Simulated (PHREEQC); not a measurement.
Make-up at 25 °C: 0.089 mol/kgw CuSO4, 0.004 mol/kgw HBF4 and 0.0015 mol/kgw NaCl. Closed to the air; pH follows from the charge balance.

All values are PHREEQC results (ion-association model, phreeqc.dat), not measurements.

```json
[
 {"quantity": "pH", "before": "2.77", "after": "2.46"},
 {"quantity": "ionic strength (mol/kgw)", "before": "0.191", "after": "0.00525"},
 {"quantity": "HF (mol/kgw)", "before": "0.00280", "after": "0.00382"},
 {"quantity": "BF4- (mol/kgw)", "before": "0.00247", "after": "0.00261"},
 {"quantity": "F- (mol/kgw)", "before": "0.00163", "after": "0.000788"},
 {"quantity": "Na+ (mol/kgw)", "before": "0.00140", "after": "0.00150"}
]
```

Problem. What was changed between the two runs?
(A) CuSO4 left out
(B) diluted 2-fold with water
(C) NaCl replaced by NaHCO3 at the same molality
(D) temperature from 25 to 35 °C
(E) diluted 10-fold with water

Solution. A, CuSO4 left out

No solid was allowed to form. Real BF4- forms and hydrolyses slowly; the run takes it at equilibrium.
